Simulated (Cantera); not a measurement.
What does this Cantera script print?

```python
import numpy as np
import cantera as ct

gas = ct.Solution("gri30.yaml")
gas.TPX = 1873, 200000, {'CH4': 1, 'CO2': 0.33}
inlet = ct.Reservoir(gas, clone=True)

reactor = ct.IdealGasConstPressureReactor(gas, energy="off", clone=False)
exhaust = ct.Reservoir(gas, clone=True)
tau = [4.5, 1.8, 0.69, 0.27, 0.1, 0.041, 0.016, 0.0062, 0.0024, 0.00094, 0.00037][0]
for a, b in ((inlet, reactor), (reactor, exhaust)):
    ct.MassFlowController(a, b, mdot=lambda t: reactor.mass / tau)
net = ct.ReactorNet([reactor])
show = ['CH4', 'CO2', 'O2', 'C2H4', 'H2O']

rows = []
print(f"{'tau/s':>10s}{'T/K':>9s}" + "".join(f"{s:>11s}" for s in show))
for tau in [4.5, 1.8, 0.69, 0.27, 0.1, 0.041, 0.016, 0.0062, 0.0024, 0.00094, 0.00037]:
    net.initial_time = 0.0
    net.advance(30 * tau)
    before = gas.X
    net.advance(40 * tau)
    drift = np.max(np.abs(gas.X - before) / (gas.X + 1e-9))
    rows.append([gas.T, *gas[show].X, drift])
    print(f"{tau:10.3e}{gas.T:9.1f}" + "".join(f"{x:11.3e}" for x in gas[show].X))
```

It prints:

```
     tau/s      T/K        CH4        CO2         O2       C2H4        H2O
 4.500e+00   1873.0  1.254e-02  2.056e-04  1.587e-14  2.113e-03  1.674e-03
 1.800e+00   1873.0  1.400e-02  5.005e-04  9.306e-14  2.125e-03  4.053e-03
 6.900e-01   1873.0  1.725e-02  1.225e-03  5.443e-13  2.158e-03  9.784e-03
 2.700e-01   1873.0  2.324e-02  2.748e-03  2.597e-12  2.230e-03  2.128e-02
 1.000e-01   1873.0  3.406e-02  5.863e-03  1.031e-11  2.374e-03  4.193e-02
 4.100e-02   1873.0  4.954e-02  1.086e-02  2.660e-11  2.575e-03  6.581e-02
 1.600e-02   1873.0  7.532e-02  2.082e-02  5.321e-11  2.924e-03  8.840e-02
 6.200e-03   1873.0  1.177e-01  4.178e-02  7.716e-11  3.688e-03  9.596e-02
 2.400e-03   1873.0  1.864e-01  8.118e-02  7.721e-11  5.562e-03  7.914e-02
 9.400e-04   1873.0  2.858e-01  1.334e-01  5.069e-11  9.582e-03  4.680e-02
 3.700e-04   1873.0  4.077e-01  1.807e-01  2.294e-11  1.608e-02  1.994e-02
```

Cantera simulation using GRI-Mech 3.0 (53 species, 325 reactions); the numbers are that mechanism's predictions, not measurements. GRI-Mech 3.0 stops at C3 and has no aromatics, soot or wall deposition, so with more carbon than oxygen in the feed, carbon stays in small species such as C2H2 where larger ones or solid carbon would form.
